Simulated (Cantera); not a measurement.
Cantera run:

```python
import numpy as np
import cantera as ct

gas_names = """
    Cu CuO Cu2 H HO2 H2 H2O H2O2 O OH O2 O3
""".split()
cond_names = """
    Cu(cr) Cu(L) CuO(s) CuO2H2(s) Cu2O(s) Cu2O(L) H2O(s) H2O(L)
""".split()


# ... load() reads the species with a 1 bar reference pressure and builds the phases ...
atoms = {
    'CuO': {'Cu': 1, 'O': 1},
    'H2': {'H': 2},
}
top_T = {'CuO(s)': 1390}  # K; cautious upper limits of use, not melting points


# ... equilibrate(T, P, feed) seeds the gas with the atoms and calls Mixture.equilibrate('TP', solver="vcs", rtol=1e-11, max_steps=5000) ...
results = []
feed = {'CuO': 1, 'H2': 38}  # mol
T = 1948  # K
for P in [10, 68, 460, 3200, 22000, 150000, 1000000]:
    mix = equilibrate(T, P, feed)
    results.append((T, P, feed, dict(zip(mix.species_names, mix.species_moles))))

top = {s: max(r[3][s] / sum(r[3][g] for g in gas_names) for r in results) for s in gas_names}
cols = sorted((s for s in top if top[s] > 0.001), key=lambda s: -top[s])[:8]
seen = [c for c in cond_names if any(r[3].get(c, 0) > 1e-12 for r in results)]
print("log10 of partial pressures in bar; condensed amounts in mol")
print(f"{'P/Pa':>10s}" + "".join(f"{s[:9]:>10s}" for s in cols + seen))
for T, P, feed, n in results:
    ng = sum(n[g] for g in gas_names)
    print(f"{P:10.4g}" + "".join(f"{np.log10(max(n[s] / ng * P / 1e5, 1e-99)):10.3f}" for s in cols)
          + "".join(f"{n.get(c, 0):10.4g}" for c in seen))
```

Result:

```
log10 of partial pressures in bar; condensed amounts in mol
      P/Pa        H2         H       H2O        Cu     Cu(L)
        10    -4.072    -4.983    -5.620    -5.614         0
        68    -3.209    -4.552    -4.769    -4.768         0
       460    -2.367    -4.131    -3.933    -3.932         0
      3200    -1.520    -3.707    -3.087    -3.088         0
   2.2e+04    -0.675    -3.285    -2.243    -2.582    0.5382
   1.5e+05     0.163    -2.865    -1.405    -2.582     0.933
     1e+06     0.988    -2.453    -0.580    -2.582      0.99
```

These are equilibrium values from Cantera (NASA tables, ideal gas, pure condensed phases), not measurements of a reactor.
